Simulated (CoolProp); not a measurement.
Carbon dioxide at 293.15 K and 3.46 MPa flows at 1.8 m/s in a round tube of 12.7 mm bore and 1.5 µm roughness, fully developed (64/Re and Nu = 3.66 if laminar; Colebrook and Gnielinski if turbulent). Each further row changes one setting.

Computed with CoolProp (reference Helmholtz-energy equation of state, Span 1996).

| case | Reynolds number | Darcy friction factor | pressure drop (Pa/m) | heat-transfer coefficient (W/(m² K)) | mass flow (kg/h) |
|---|---|---|---|---|---|
| as stated | 118000 | ___ | 183 | 418 | 65.4 |
| velocity 3.6 m/s | 236000 | 0.0161 | 655 | ___ | 131 |
| diameter 25.4 mm | 236000 | ___ | ___ | 365 | 261 |

Q: What belongs in the gaps?

A: 
- as stated, Darcy friction factor: 0.0181
- velocity 3.6 m/s, heat-transfer coefficient (W/(m² K)): 751
- diameter 25.4 mm, Darcy friction factor: 0.0157
- diameter 25.4 mm, pressure drop (Pa/m): 79.5

Viscosity comes from a separate model (Laesecke 2017). Thermal conductivity comes from a separate model (Huber 2016).
